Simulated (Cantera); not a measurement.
A closed system holds: 1 mol CH3SiH3, 0.0088 mol C2H2, 6.7 mol H2, equilibrated at 0.100 bar.

Equilibrium computed with Cantera from the NASA thermochemical tables; the gas is ideal and each condensed phase is pure. Candidate condensed phases: C, C6H6, C7H8, C8H18, Si, SiC; 87 gas species. The feed counts by its element totals alone. Gases not in the tables: Si2H6 and higher silanes. Kinetics and transport are ignored.

Q: Which condensed phases are stable at each of these points (T (°C)): 1175, 1275, 1375, 1475, 1575, 1675, 1775, 1875, 1975, 2075, 2175?

A: 
```json
[
 {"T (°C)": "1175", "condensed phases": "C(graphite) + SiC(s)", "Si condensed (%)": "100.0"},
 {"T (°C)": "1275", "condensed phases": "C(graphite) + SiC(s)", "Si condensed (%)": "100.0"},
 {"T (°C)": "1375", "condensed phases": "C(graphite) + SiC(s)", "Si condensed (%)": "100.0"},
 {"T (°C)": "1475", "condensed phases": "C(graphite) + SiC(s)", "Si condensed (%)": "100.0"},
 {"T (°C)": "1575", "condensed phases": "C(graphite) + SiC(s)", "Si condensed (%)": "100.0"},
 {"T (°C)": "1675", "condensed phases": "C(graphite) + SiC(s)", "Si condensed (%)": "100.0"},
 {"T (°C)": "1775", "condensed phases": "SiC(s)", "Si condensed (%)": "99.9"},
 {"T (°C)": "1875", "condensed phases": "SiC(s)", "Si condensed (%)": "99.6"},
 {"T (°C)": "1975", "condensed phases": "SiC(s)", "Si condensed (%)": "98.6"},
 {"T (°C)": "2075", "condensed phases": "SiC(s)", "Si condensed (%)": "95.5"},
 {"T (°C)": "2175", "condensed phases": "SiC(s)", "Si condensed (%)": "87.3"}
]
```

From 1175 °C to 1675 °C the condensed part is C(graphite) + SiC(s). From 1775 °C to 2175 °C the condensed part is SiC(s).
